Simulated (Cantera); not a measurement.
An isothermal, constant-pressure homogeneous reactor starts with 43.1 % CH4, 17.2 % H2O, 39.7 % H2, at 1625 K and 22.0 bar.

Detailed kinetics in Cantera: GRI-Mech 3.0 (53 species, 325 reactions). GRI-Mech 3.0 stops at C3 and has no aromatics, soot or wall deposition, so with more carbon than oxygen in the feed, carbon stays in small species such as C2H2 where larger ones or solid carbon would form. The pressure lies above the range GRI-Mech 3.0 was tuned for (to about 10 atm).

Problem. Predict: x(CH4) at 80.0 s; x(H2O) at 80.0 s; x(H2) at 80.0 s; x(C2H4) at 80.0 s; x(CO) at 80.0 s.

Solution. 
```json
{
  "x(CH4) at 80.0 s": "0.175 (gas-phase equilibrium 0.175)",
  "x(H2O) at 80.0 s": "0.000119 (gas-phase equilibrium 0.000124)",
  "x(H2) at 80.0 s": "0.691 (gas-phase equilibrium 0.691)",
  "x(C2H4) at 80.0 s": "0.00434 (gas-phase equilibrium 0.00434)",
  "x(CO) at 80.0 s": "0.127 (gas-phase equilibrium 0.127)"
}
```
